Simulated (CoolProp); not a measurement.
A single-stage vapour-compression cycle with nitrous oxide: evaporating at 224.15 K (dew point), condensing at 256.15 K (bubble point), superheat 10 K, subcooling 0 K, compressor efficiency 0.75, no pressure losses. Each further row changes one setting.

Computed with CoolProp (reference Helmholtz-energy equation of state, Lemmon 2006). It is a short technical equation, of lower accuracy than the large ones.

```csv
case,cooling COP,pressure ratio,discharge temperature (K),refrigerating effect (kJ/kg),volumetric capacity (kJ/m³)
as stated,4.22,2.92,317.3,274,4550
evaporating temperature 229.15 K,[?],2.42,307.5,276,5490
condensing temperature 251.15 K,[?],2.51,[?],284,4710
subcooling 5 K,4.37,2.92,317.3,284,4710
superheat 20 K,4.13,2.92,330.1,[?],4460
compressor efficiency 0.65,3.65,2.92,327.1,274,4550
```

### Question
Complete the blanks.

### Answer

- evaporating temperature 229.15 K, cooling COP: 5.23
- condensing temperature 251.15 K, cooling COP: 5.15
- condensing temperature 251.15 K, discharge temperature (K): 304.9
- superheat 20 K, refrigerating effect (kJ/kg): 283
